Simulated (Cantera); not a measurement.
# Aluminium nitride and oxide growth: Al(CH₃)₃ + H₂O + N₂

Feed: 1 mol Al(CH₃)₃, a varied amount of H₂O, 680 mol N₂, held at 1375 K and 1.33 mbar.

Equilibrium computed with Cantera from the NASA thermochemical tables; the gas is ideal and each condensed phase is pure. Candidate condensed phases: Al, AlN, Al₂O₃, C, C₆H₆, C₇H₈, C₈H₁₈, H₂O; 148 gas species. The feed counts by its element totals alone. Mutual solubility and eutectic melting of coexisting phases are not modelled. Rates play no part.

At 3.1 mol H₂O the condensed part is AlN(s) + Al₂O₃(s). From 5.2 mol H₂O to 26 mol H₂O the condensed part is Al₂O₃(s).

```
n(H₂O) (mol)   x N₂     x H₂O    x H₂     x CO     x CO₂      x H     x HCN  n AlN(s)  n Al₂O₃(s)
------------  -----  --------  ------  -------  --------  -------  --------  --------  ----------
3.1           0.985   1.50e-8  0.0110  0.00435   2.86e-9  9.85e-6   8.23e-7     0.933      0.0335
5.2           0.982  0.000875  0.0131  0.00420  0.000135  1.08e-5  1.77e-11         0       0.500
7.2           0.979   0.00341  0.0134  0.00385  0.000473  1.09e-5  4.29e-12         0       0.500
9.3           0.976   0.00612  0.0137  0.00354  0.000766  1.10e-5  2.26e-12         0       0.500
11            0.974   0.00834  0.0138  0.00333  0.000969  1.10e-5  1.59e-12         0       0.500
14            0.969    0.0123  0.0141  0.00301   0.00127  1.11e-5    <1e-12         0       0.500
16            0.967    0.0149  0.0142  0.00283   0.00143  1.12e-5    <1e-12         0       0.500
18            0.964    0.0176  0.0143  0.00267   0.00158  1.12e-5    <1e-12         0       0.500
20            0.961    0.0202  0.0144  0.00253   0.00171  1.13e-5    <1e-12         0       0.500
22            0.958    0.0228  0.0145  0.00240   0.00183  1.13e-5    <1e-12         0       0.500
24            0.956    0.0255  0.0146  0.00228   0.00193  1.13e-5    <1e-12         0       0.500
26            0.953    0.0281  0.0146  0.00218   0.00202  1.14e-5    <1e-12         0       0.500
```
x: gas mole fraction; n: condensed amount in mol.
